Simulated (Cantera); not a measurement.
**Stirred combustor or abatement burner**

A perfectly stirred reactor is fed with 4.42 % C₃H₈, 20.1 % O₂, 75.5 % N₂, equivalence ratio 1.1, at 3.95 atm; it is adiabatic with a 675 K inlet, and is followed from long to short residence time, starting on the burning branch (τ in s: 0.03, 0.016, 0.008, 0.0041, 0.0021, 0.0011, 0.00056, 0.00029, 0.00015, 7.6e-05, 3.9e-05, 2e-05).

Computed with Cantera and GRI-Mech 3.0 (53 species, 325 reactions). GRI-Mech 3.0 was tuned for natural gas; its chemistry of propane as a main component is partial and can be far from experiment.

```
τ (s)    T (K)   x C₃H₈     x O₂   x C₂H₆      x H     x CH₃    x CH₂O    x N₂O
-------  -----  -------  -------  -------  -------  --------  --------  -------
0.030     2494  1.04e-7  0.00245  1.13e-9  0.00136   1.02e-6   3.18e-7  2.44e-7
0.016     2490  1.91e-7  0.00269  2.09e-9  0.00144   1.78e-6   5.67e-7  2.52e-7
0.0080    2483  3.66e-7  0.00312  4.05e-9  0.00159   3.20e-6   1.04e-6  2.63e-7
0.0041    2471  6.73e-7  0.00376  7.55e-9  0.00183   5.40e-6   1.82e-6  2.75e-7
0.0021    2452  1.21e-6  0.00467  1.38e-8  0.00219   8.86e-6   3.09e-6  2.85e-7
0.0011    2428  2.11e-6  0.00585  2.44e-8  0.00268   1.40e-5   5.05e-6  2.91e-7
0.00056   2396  3.72e-6  0.00740  4.34e-8  0.00339   2.26e-5   8.36e-6  2.92e-7
0.00029   2358  6.44e-6  0.00922  7.57e-8  0.00429   3.65e-5   1.37e-5  2.90e-7
0.00015   2314  1.13e-5   0.0114  1.33e-7  0.00534   6.01e-5   2.29e-5  2.84e-7
7.6e-5    2264  2.07e-5   0.0141  2.50e-7  0.00648  0.000104   4.01e-5  2.76e-7
3.9e-5    2207  3.99e-5   0.0177  5.04e-7  0.00737  0.000189   7.28e-5  2.65e-7
2.0e-5    2133  8.82e-5   0.0239  1.24e-6  0.00747  0.000383  0.000146  2.43e-7
```
x: mole fraction; the columns are a selection and need not sum to one.
